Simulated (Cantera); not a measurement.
A perfectly stirred reactor is fed with 47.4 % CH₄, 45.5 % CO₂, 7.11 % H₂, at 0.464 atm; it is held at 2050 K, and followed from long to short residence time.

Computed with Cantera and GRI-Mech 3.0 (53 species, 325 reactions).

One state of this run: x CH₄ = 0.0622; x CO₂ = 0.126; x H₂ = 0.308; x CH₃ = 0.00483; x C₂H = 1.05e-5; x HO₂ = 5.52e-11. x: mole fraction; the columns are a selection and need not sum to one.

**Question.** Which value of τ (s) does it belong to?
(A) 0.0018
(B) 0.020
(C) 0.0041
(D) 0.23

**Answer.** A, 0.0018
